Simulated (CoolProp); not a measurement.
Vapour-liquid equilibrium of methanol (1) + hexamethyldisiloxane (MM) (2) at 330 K; x and y are mole fractions of (1).

Computed with CoolProp (multi-fluid Helmholtz-energy mixture model, de Reuck 1993 and Thol 2016; pair parameters Bell 2016).

```json
[
 {"x": "0.05", "bubble pressure (bar)": "0.3185", "y at the bubble point": "0.297", "dew pressure at overall composition x (bar)": "0.2427", "liquid density (mol/L)": "4.688"},
 {"x": "0.15", "bubble pressure (bar)": "0.4709", "y at the bubble point": "0.563", "dew pressure at overall composition x (bar)": "0.2688", "liquid density (mol/L)": "5.192"},
 {"x": "0.25", "bubble pressure (bar)": "0.5861", "y at the bubble point": "0.677", "dew pressure at overall composition x (bar)": "0.3007", "liquid density (mol/L)": "5.800"},
 {"x": "0.35", "bubble pressure (bar)": "0.6622", "y at the bubble point": "0.734", "dew pressure at overall composition x (bar)": "0.3406", "liquid density (mol/L)": "6.546"},
 {"x": "0.45", "bubble pressure (bar)": "0.7065", "y at the bubble point": "0.766", "dew pressure at overall composition x (bar)": "0.3919", "liquid density (mol/L)": "7.481"},
 {"x": "0.55", "bubble pressure (bar)": "0.7301", "y at the bubble point": "0.785", "dew pressure at overall composition x (bar)": "0.4603", "liquid density (mol/L)": "8.681"},
 {"x": "0.65", "bubble pressure (bar)": "0.7437", "y at the bubble point": "0.800", "dew pressure at overall composition x (bar)": "0.5549", "liquid density (mol/L)": "10.26"},
 {"x": "0.75", "bubble pressure (bar)": "0.7544", "y at the bubble point": "0.820", "dew pressure at overall composition x (bar)": "0.6841", "liquid density (mol/L)": "12.43"},
 {"x": "0.85", "bubble pressure (bar)": "0.7617", "y at the bubble point": "0.859", "dew pressure at overall composition x (bar)": "0.7611", "liquid density (mol/L)": "15.52"},
 {"x": "0.95", "bubble pressure (bar)": "0.7558", "y at the bubble point": "0.939", "dew pressure at overall composition x (bar)": "0.7540", "liquid density (mol/L)": "20.22"}
]
```

y crosses x between x = 0.85 and 0.95: the model has an azeotrope there.

The pair parameters rest on a limited set of measurements; away from them the model extrapolates. With so large a gap from Raoult's law the liquid may split in two, which this calculation doesn't test in full.
